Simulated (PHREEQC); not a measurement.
# Acid rinse or clean with mixed reagents

Solution A (0.0054 mol HBr per kg of water) is mixed with solution B (0.0025 mol/kgw Mg(NO3)2 and 0.0001 mol/kgw CdCl2) at 25 °C; shares are by mass of water, 1 kg in all. Oxygen is held at 0.21 atm. No CO2 enters from the air. The run lets Brucite, Cd(OH)2, CdOHCl precipitate or redissolve, and no other solid.

The numbers come from PHREEQC with the ion-association model, wateq4f.dat.

**Question.** Predict pH, Cd+2 (mol/kgw), CdBr+ (mol/kgw) at share of solution B = 0.1, 0.5, 0.8.

**Answer.** 
| share of solution B | pH | Cd+2 (mol/kgw) | CdBr+ (mol/kgw) |
|---|---|---|---|
| 0.1 | 2.34 | 6.51e-6 | 3.40e-6 |
| 0.5 | 2.60 | 3.86e-5 | 1.09e-5 |
| 0.8 | 3.00 | 7.09e-5 | 7.84e-6 |

Complexes and solids missing from the database can't appear.
